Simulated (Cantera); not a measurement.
An adiabatic, constant-volume homogeneous reactor starts with CH4 : H2 : O2 : N2 = 1 : 0.2 : 4.88 : 18.4 (molar parts), equivalence ratio 0.43, at 1075 K and 5.00 bar. Integrator tolerance rtol = 1e-08.

Model: GRI-Mech 3.0 (53 species, 325 reactions), integrated in Cantera.

| quantity | before | after |
|---|---|---|
| time of steepest temperature rise | 6.07 ms | 19.3 ms |
| temperature at 3.00 s | 2223 K | 2212 K |
| equilibrium temperature | 2223 K | 2212 K |
| x(CH4) at 3.00 s | <1e-12 (gas-phase equilibrium <1e-12) | <1e-12 (gas-phase equilibrium <1e-12) |
| x(H2) at 3.00 s | 0.000111 (gas-phase equilibrium 0.000111) | 0.000231 (gas-phase equilibrium 0.000231) |
| x(O2) at 3.00 s | 0.109 (gas-phase equilibrium 0.109) | 0.108 (gas-phase equilibrium 0.108) |
| x(O) at 3.00 s | 0.000323 (gas-phase equilibrium 0.000323) | 0.000673 (gas-phase equilibrium 0.000673) |
| x(C2H2) at 3.00 s | <1e-12 (gas-phase equilibrium <1e-12) | <1e-12 (gas-phase equilibrium <1e-12) |
| x(H2O2) at 3.00 s | 3.40e-7 (gas-phase equilibrium 3.40e-7) | 1.46e-7 (gas-phase equilibrium 1.46e-7) |

Problem. What was changed between the two runs?
A. O2 4.88 to 7.2 parts
B. pressure from 5.00 bar to 10.0 bar
C. constant pressure in place of constant volume
D. pressure from 5.00 bar to 1.00 bar

Solution. D, pressure from 5.00 bar to 1.00 bar
